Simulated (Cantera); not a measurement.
Feed: 1 mol Si3N4, 350 mol H2.

Equilibrium computed with Cantera from the NASA thermochemical tables; the gas is ideal and each condensed phase is pure. Candidate condensed phases: Si, Si3N4; 18 gas species. Mutual solubility and eutectic melting of coexisting phases are not modelled. Rates play no part.

Stable condensed phases, one row left out:

```
T in °C \ P in Pa
              1    4.2     18     75    320   1300   5600  24000 100000
   1575       A      A      A      A      B      B      B      B      B
   1500       A      A      A      B      B      B      B      B      C
   1425       A      A      B      B      B      B      B      B      C
   1350       A      B      B      B      B      B      B      C      C
   1275       B      B      B      B      B      B      C      C      C
   1200       B      B      B      B      B      C      C      C      C
   1125       B      B      B      B      C      C      C      C      C
   1050       B      B      C      C      C      C      C      C      D
    975       B      C      C      C      C      C      C      D      D
    900       C      C      C      C      C      C      D      D      D
    825       C      C      C      C      D      D      D      D      D
    675       D      D      D      D      D      D      D      D      D
    600       D      D      D      D      D      D      D      D      D
```

A: gas only; B: Si; C: Si + Si3N4; D: Si3N4.

Give the row for 750 °C.

1: Si + Si3N4; 4.2: Si + Si3N4; 18: Si3N4; 75: Si3N4; 320: Si3N4; 1300: Si3N4; 5600: Si3N4; 24000: Si3N4; 100000: Si3N4.
